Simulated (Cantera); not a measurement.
An isothermal, constant-pressure homogeneous reactor starts with H2 : O2 : N2 = 0.33 : 1 : 5.1 (molar parts), equivalence ratio 0.17, at 975 K and 0.230 bar.

Detailed kinetics in Cantera: GRI-Mech 3.0 (53 species, 325 reactions). The temperature is held fixed by assumption; the heat of reaction is taken as removed at once.

One state of this run: x H2 = 7.26e-10; x O2 = 0.133; x OH = 4.84e-7; x H2O2 = 9.12e-10; x NO2 = 4.29e-9; x H2O = 0.0527; x NO = 1.89e-7. x: mole fraction; the columns are a selection and need not sum to one.

Q: Which value of t (s) does it belong to?
A. 1.15
B. 0.0153
C. 3.40
D. 0.391

A: C, 3.40
